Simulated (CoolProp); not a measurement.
Aqueous sodium chloride as a coolant, 21 % by mass, freezing at -17.7 °C, 1 atm.

The numbers come from the Melinder's fits for secondary coolants in CoolProp.

| T (°C) | conductivity (W/(m K)) | viscosity (mPa s) | cp (kJ/(kg K)) | Prandtl number |
|---|---|---|---|---|
| -13.9 | 0.526 | 4.62 | 3.333 | 29.2 |
| -8.1 | 0.535 | 3.70 | 3.344 | 23.1 |
| -2.3 | 0.543 | 3.01 | 3.355 | 18.6 |
| 3.5 | 0.552 | 2.49 | 3.364 | 15.2 |
| 9.3 | 0.561 | 2.09 | 3.373 | 12.6 |
| 15 | 0.569 | 1.79 | 3.380 | 10.6 |
| 20.8 | 0.578 | 1.55 | 3.386 | 9.09 |
| 26.6 | 0.587 | 1.37 | 3.391 | 7.89 |
| 32.4 | 0.596 | 1.22 | 3.395 | 6.97 |
| 38.2 | 0.605 | 1.11 | 3.398 | 6.25 |
